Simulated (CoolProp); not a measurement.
The numbers come from the reference Helmholtz-energy equation of state, Lemmon 2022 in CoolProp.

Problem. Give the vapour pressure (bar), liquid density (kg/m³), vapour density (kg/m³), liquid viscosity (µPa s) of saturated R1234yf at 296.5 K.

Solution. 
```tsv
T (K)	p (bar)	liquid density (kg/m³)	vapour density (kg/m³)	liquid viscosity (µPa s)
296.5	6.52	1100	36.1	148
```

Viscosity comes from a separate model (Bell 2016), an estimate that may be off by 10 % or more.
